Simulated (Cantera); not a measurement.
A closed system holds: 1 mol CF₄, 0.25 mol H₂, a varied amount of HCl, at 925 °C and 37.5 Torr.

Method: chemical equilibrium by Gibbs-energy minimisation in Cantera with the NASA 1993 tables (ideal gas, pure condensed phases). Candidate condensed phases: C, C₆H₆, C₇H₈, C₈H₁₈; 118 gas species. Gases not in the tables: C₂F₆ and larger saturated fluorocarbons. Rates play no part.

At 0.31 mol HCl, list the 5 most abundant gas species with their mole fractions, and the condensed phases.

CF₄ 0.485, HF 0.365, HCl 0.107, Cl₂ 0.0312, CClF₃ 0.00769. Condensed: C(graphite).
